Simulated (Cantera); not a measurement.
Feed: 1 mol NiS, 55 mol H2, equilibrated at 28.0 Pa.

These are equilibrium values from Cantera (NASA tables, ideal gas, pure condensed phases), not measurements of a reactor. Candidate condensed phases: Ni, NiS, NiS2, Ni3S2, Ni3S4, S; 9 gas species. Metal and sulfide melt together well below either melting point, which pure phases cannot show. Mutual solubility and eutectic melting of coexisting phases are not modelled. Gases not in the tables: S3 to S7. The numbers say what is thermodynamically allowed, not how fast it happens. All values below are at 1250 K.

Base state: H2 0.991, H2S 0.00791, S2 0.000945, SH 0.000151, H 2.88e-5 (mole fractions); condensed: Ni(s) + Ni3S2(l).

### Question
What changes in the equilibrium state with this change: pressure from 28.0 Pa to 13.3 mbar?

### Answer
```
species          before    after
-------------  --------  -------
H2                0.991    0.992
H2S             0.00791  0.00792
SH             0.000151  2.18e-5
S2             0.000945  1.99e-5
H               2.88e-5  4.17e-6
Ni(s), mol        0.322    0.159
Ni3S2(l), mol     0.226    0.280
```
